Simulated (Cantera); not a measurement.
A closed system holds: 1 mol Cu, 14 mol H₂O, 11 mol N₂, at 700 °C and 0.100 bar.

These are equilibrium values from Cantera (NASA tables, ideal gas, pure condensed phases), not measurements of a reactor. Candidate condensed phases: Cu, CuO, Cu(OH)₂, Cu₂O, H₂O; 27 gas species. The numbers say what is thermodynamically allowed, not how fast it happens.

Task: What is the equilibrium state?

Result: 
```json
{
  "x(H₂O)": "0.560",
  "x(N₂)": "0.440",
  "x(H₂)": "3.66e-6",
  "n(Cu(s))": "1.000 mol",
  "n(Cu₂O(s))": "9.16e-5 mol",
  "gas_amount": "25.00 mol",
  "log10 activity of Cu(OH)₂(s) (absent)": "-5.91"
}
```
